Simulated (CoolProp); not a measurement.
Properties of fluorine along the isobar 0.101 MPa (Tc = -128.7 °C, pc = 5.240 MPa, ω = 0.045).

Computed with CoolProp (reference Helmholtz-energy equation of state, de Reuck 1990).

| T (°C) | phase | Z | cv (kJ/(kg K)) | speed of sound (m/s) | Joule-Thomson coefficient (K/MPa) | expansivity (1/kK) |
|---|---|---|---|---|---|---|
| -179.15 | gas | 0.9751 | 0.5629 | (withheld) | 20.49 | 11.52 |
| -174.75 | gas | 0.9785 | 0.5606 | 171.6 | 18.51 | 10.88 |
| -170.45 | gas | 0.9813 | 0.5587 | 175.6 | 16.84 | 10.33 |
| -166.05 | gas | 0.9837 | (withheld) | 179.5 | 15.36 | 9.835 |
| -161.75 | gas | 0.9856 | 0.5561 | 183.3 | 14.09 | 9.396 |
| -157.35 | gas | 0.9873 | 0.5551 | 187.0 | 12.95 | 8.991 |
| -153.05 | gas | 0.9887 | 0.5543 | 190.6 | 11.97 | 8.630 |
| -148.75 | gas | 0.9899 | 0.5538 | 194.1 | 11.09 | 8.300 |
| -144.35 | gas | 0.9909 | 0.5534 | 197.6 | (withheld) | 7.990 |
| -140.05 | gas | 0.9918 | 0.5531 | 201.0 | 9.590 | 7.710 |
| -135.65 | gas | 0.9926 | 0.5530 | 204.3 | 8.947 | 7.444 |
| -131.35 | gas | 0.9933 | 0.5530 | 207.6 | 8.380 | 7.203 |
| -126.95 | gas | 0.9939 | 0.5531 | 210.8 | 7.856 | 6.973 |
| -122.65 | gas | 0.9945 | 0.5533 | 213.9 | 7.390 | 6.762 |
| -118.25 | gas | 0.9950 | 0.5537 | (withheld) | 6.957 | 6.560 |
| -113.95 | gas | 0.9954 | 0.5541 | 220.0 | 6.570 | 6.375 |

### Question
Fill in the missing entries.

### Answer

- -179.15, speed of sound (m/s): 167.4
- -166.05, cv (kJ/(kg K)): 0.5572
- -144.35, Joule-Thomson coefficient (K/MPa): 10.29
- -118.25, speed of sound (m/s): 217.0
